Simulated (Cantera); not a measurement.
Input (Python, Cantera) and output of one run.

```python
import numpy as np
import cantera as ct

gas_names = """
    H HO2 H2 H2O H2O2 O OH O2 O3 V VO VO2
""".split()
cond_names = """
    H2O(s) H2O(L) V(cr) V(L) VO(s) VO(L) V2O3(s) V2O3(L) V2O4(I) V2O4(II) V2O4(L) V2O5(s) V2O5(L)
""".split()


# ... load() reads the species with a 1 bar reference pressure and builds the phases ...
atoms = {
    'V2O5': {'V': 2, 'O': 5},
    'H2': {'H': 2},
    'H2O': {'H': 2, 'O': 1},
}
top_T = {}  # K; cautious upper limits of use, not melting points


# ... equilibrate(T, P, feed) seeds the gas with the atoms and calls Mixture.equilibrate('TP', solver="vcs", rtol=1e-11, max_steps=5000) ...
results = []
feed = {'V2O5': 1, 'H2': 790, 'H2O': 0.033}  # mol
P = 1333.22  # Pa
for T in [1498, 1523, 1548, 1573, 1598, 1623, 1648, 1673]:
    mix = equilibrate(T, P, feed)
    results.append((T, P, feed, dict(zip(mix.species_names, mix.species_moles))))

top = {s: max(r[3][s] / sum(r[3][g] for g in gas_names) for r in results) for s in gas_names}
cols = sorted((s for s in top if top[s] > 0.001), key=lambda s: -top[s])[:5]
seen = [c for c in cond_names if any(r[3].get(c, 0) > 1e-12 for r in results)]
print("log10 of partial pressures in bar; condensed amounts in mol")
print(f"{'T/K':>10s}" + "".join(f"{s[:9]:>10s}" for s in cols + seen))
for T, P, feed, n in results:
    ng = sum(n[g] for g in gas_names)
    print(f"{T:10.4g}" + "".join(f"{np.log10(max(n[s] / ng * P / 1e5, 1e-99)):10.3f}" for s in cols)
          + "".join(f"{n.get(c, 0):10.4g}" for c in seen))
```

Result:

```
log10 of partial pressures in bar; condensed amounts in mol
       T/K        H2       H2O     VO(s)   V2O3(s)
      1498    -1.877    -4.319     1.617    0.1916
      1523    -1.877    -4.291         2         0
      1548    -1.877    -4.291         2         0
      1573    -1.877    -4.291         2         0
      1598    -1.877    -4.291         2         0
      1623    -1.877    -4.291         2         0
      1648    -1.877    -4.291     1.999         0
      1673    -1.877    -4.291     1.999         0
```

Equilibrium computed with Cantera from the NASA thermochemical tables; the gas is ideal and each condensed phase is pure. Mutual solubility and eutectic melting of coexisting phases are not modelled. VO: taken at fixed stoichiometry. Condensed phases not in the tables: the oxides between V2O3 and V2O5 other than VO2.
